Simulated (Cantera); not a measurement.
Feed: 1 mol C₂H₂, 0.062 mol NH₃, 2.2 mol N₂, held at 2677 °C and 60.0 Pa.

Method: chemical equilibrium by Gibbs-energy minimisation in Cantera with the NASA 1993 tables (ideal gas, pure condensed phases). Candidate condensed phases: C, C₆H₆, C₇H₈, C₈H₁₈; 92 gas species. Equilibrium is a limit: real reactors are often held back by kinetics, nucleation or transport.

Base state: N₂ 0.405, H 0.401, C₃ 0.0890, CN 0.0420, C 0.0346, C₂ 0.0135, HCN 0.00564, H₂ 0.00530 (mole fractions); condensed: gas only.

What changes in the equilibrium state with this change: pressure from 60.0 Pa to 13300 Pa?


| species | before | after |
|---|---|---|
| N₂ | 0.405 | 0.578 |
| H₂ | 0.00530 | 0.178 |
| H | 0.401 | 0.156 |
| C | 0.0346 | 0.000234 |
| C₂ | 0.0135 | 0.000137 |
| C₃ | 0.0890 | 0.00136 |
| HCN | 0.00564 | 0.0588 |
| HNC | 0.00102 | 0.0107 |
| CN | 0.0420 | 0.00507 |
| C₄H₂ | 1.25e-6 | 0.000214 |
| C₂H₂ (acetylene) | 0.000126 | 0.00956 |
| C₂H₂ (vinylidene) | 3.53e-7 | 2.68e-5 |
| C₄ | 0.000173 | 3.98e-6 |
| C₅ | 0.000618 | 2.13e-5 |
| C(graphite), mol | 0 | 1.63 |

What changes in the equilibrium state with this change: 0.0041 mol O₂ added?


| species | before | after |
|---|---|---|
| N₂ | 0.405 | 0.404 |
| H | 0.401 | 0.401 |
| C₃ | 0.0890 | 0.0885 |
| CO | 0 | 0.00158 |
| C₂ | 0.0135 | 0.0134 |
| CN | 0.0420 | 0.0419 |
| C | 0.0346 | 0.0346 |
| C₅ | 0.000618 | 0.000612 |
| C₄ | 0.000173 | 0.000172 |
| C₂H₂ (acetylene) | 0.000126 | 0.000125 |
Further candidate phases: H₂O.
